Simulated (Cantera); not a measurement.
A freely propagating, adiabatic, planar premixed flame of 25.5 % H2, 10.6 % O2, 49.0 % N2, 14.8 % H2O, equivalence ratio 1.2, unburnt at 450 K and 0.133 bar; mixture-averaged transport, grid criteria slope 0.08 and curve 0.16, no radiation.

Detailed kinetics in Cantera: the H2/O2 subset of GRI-Mech 3.0, which has no nitrogen chemistry. Burning velocities carry a grid error of a few per cent, more on coarse grids.

Task: Predict: laminar burning velocity; thermal thickness; peak x(OH); peak x(HO2); peak x(O).

Result: 
| Quantity | Result |
|---|---|
| laminar burning velocity | 275 cm/s |
| thermal thickness | 5.36 mm |
| peak x(OH) | 0.00765 |
| peak x(HO2) | 0.000121 |
| peak x(O) | 0.00510 |
